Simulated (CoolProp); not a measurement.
The fluid at 250.05 K and 0.859 MPa is throttled through a valve to 0.0253 MPa with no heat exchange. The same conditions are run with several fluids, on thermodynamics alone (safety and materials aside).

The numbers come from the reference Helmholtz-energy equation of state of each fluid (R13: Platzer 1990; carbon monoxide: Lemmon 2006; fluorine: de Reuck 1990; oxygen: Schmidt 1985; ethylene: Smukala 2000) in CoolProp. The equations of Platzer and Polt are older, rougher fits.

Question: Rank R13, carbon monoxide, fluorine, oxygen, ethylene by temperature change (K), highest first.

Answer: fluorine (-2.2), carbon monoxide (-3.0), oxygen (-3.1), ethylene (-14.5), R13 (-18.5)

```
fluid            final density (kg/m³)
---------------  ---------------------
R13                               1.38
carbon monoxide                  0.345
fluorine                         0.467
oxygen                           0.394
ethylene                         0.363
```
